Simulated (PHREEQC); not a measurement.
0.89 g of hydrous ferric oxide (600 m²/g; 0.2 weak and 0.005 strong sites per Fe, Dzombak-Morel constants, diffuse double layer) in 1 kg of water with 0.1 mol/kgw of an inert sodium salt and 0.0018 mol/kgw NaF and 2.5e-06 mol/kgw CuSO4, at 25 °C; the pH is set by adding NaOH or the inert anion's acid. Oxygen is held at 0.21 atm. CO2 from the air is kept out. Nothing may precipitate in this run.

Base run: PHREEQC, ion-association model, wateq4f.dat. Each further column changes one thing. The table gives F sorbed (%).

```tsv
pH	base	no electrostatic term (-no_edl)	background salt from 0.1 to 0.01 mol/kgw	oxide from 0.89 to 4.5 g/kgw	0.00026 mol/kgw CaCl2 added
4	57.3	3.2	73.2	96.8	57.2
5.33	46.0	3.5	55.6	92.5	45.9
6	34.8	3.6	41.9	84.4	34.7
7.33	12.0	4.4	14.6	44.1	12.5
8.67	1.6	3.5	1.7	7.5	2.0
10	0.1	0.5	0.1	0.8	0.2
10.67	0.0	0.1	0.0	0.2	0.1
12	0.0	0.0	0.0	0.0	0.0
```

The database's constant for dissolved Cu(OH)2 is higher than later reviews accept. In at least one series the solution becomes supersaturated in solids that the run did not let form, among them Fluorite.
